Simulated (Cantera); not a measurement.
A perfectly stirred reactor is fed with 41.0 % CH4, 57.4 % CO2, 1.60 % H2O, at 560000 Pa; it is held at 1598 K, and followed from long to short residence time.

Computed with Cantera and GRI-Mech 3.0 (53 species, 325 reactions).

x: mole fraction; the columns are a selection and need not sum to one.

```tsv
τ (s)	x CH4	x CO2	x O2	x OH	x HCO
13	0.0354	0.0595	<1e-12	1.80e-7	?
1.8	0.0524	0.102	1.65e-12	2.90e-7	?
0.27	0.0815	0.183	4.37e-12	4.00e-7	?
0.039	0.187	0.362	7.69e-12	2.66e-7	?
0.0057	0.332	0.530	3.36e-12	8.16e-8	?
0.00083	0.396	0.570	<1e-12	3.39e-8	?
0.00012	0.408	0.574	<1e-12	1.84e-8	2.30e-10
```

**Question.** Complete the blanks.

**Answer.** 
- 13, x HCO: 3.67e-8
- 1.8, x HCO: 2.69e-8
- 0.27, x HCO: 1.48e-8
- 0.039, x HCO: 5.09e-9
- 0.0057, x HCO: 1.67e-9
- 0.00083, x HCO: 1.25e-9
